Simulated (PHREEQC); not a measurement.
Make-up at 25 °C: 0.0022 mol/kgw (CH3)4NF. Closed to the air; pH follows from the charge balance.

All values are PHREEQC results (ion-association model, phreeqc.dat), not measurements.

```tsv
quantity	before	after
pH	7.30	2.67
ionic strength (mol/kgw)	0.00220	0.00226
HF (mol/kgw)	1.58e-7	0.00286
HF2- (mol/kgw)	1.33e-9	1.03e-5
```

Problem. Which change was made?
A) (CH3)4NF replaced by HBF4 at the same molality
B) (CH3)4NF replaced by NH4F at the same molality
C) (CH3)4NF from 0.0022 to 0.0044 mol/kgw
D) (CH3)4NF from 0.0022 to 0.00242 mol/kgw
E) diluted 10-fold with water

Solution. A, (CH3)4NF replaced by HBF4 at the same molality

Precipitation was switched off in this run. (CH3)4N+ isn't in the database: it is added as a free cation with an ion size of 4 Å.
